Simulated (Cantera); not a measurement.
## Equilibrium for silicon nitride deposition: SiHCl₃ + N₂

Input: 1 mol SiHCl₃, 61 mol N₂.

Method: chemical equilibrium by Gibbs-energy minimisation in Cantera with the NASA 1993 tables (ideal gas, pure condensed phases). Candidate condensed phases: NH₄Cl, Si, Si₃N₄; 28 gas species. N₂ is the only nitrogen source here; it is nearly inert below about 1500 K, so the nitride shown seldom forms there in practice. The tables' values for SiCl₃ are old estimates. The numbers say what is thermodynamically allowed, not how fast it happens.

### Question
Map the stable condensed phases over T = 1025, 1075, 1125, 1175, 1225, 1275, 1325, 1375, 1425, 1475, 1525, 1575 °C and P in Pa = 5, 15, 45, 140, 410, 1200, 3700, 11000, 33000, 100000.

### Answer
```
T in °C \ P in Pa
              5     15     45    140    410   1200   3700  11000  33000 100000
   1575       A      A      A      A      A      A      A      A      A      A
   1525       A      A      A      A      A      A      A      A      A      B
   1475       A      A      A      A      A      A      A      A      A      B
   1425       A      A      A      A      A      A      A      A      B      B
   1375       A      A      A      A      A      A      A      A      B      B
   1325       A      A      A      A      A      A      A      B      B      B
   1275       A      A      A      A      A      A      B      B      B      B
   1225       A      A      A      A      A      B      B      B      B      B
   1175       A      A      A      A      B      B      B      B      B      B
   1125       A      A      A      B      B      B      B      B      B      B
   1075       A      A      A      B      B      B      B      B      B      B
   1025       A      B      B      B      B      B      B      B      B      B
```
A: gas only; B: Si₃N₄.
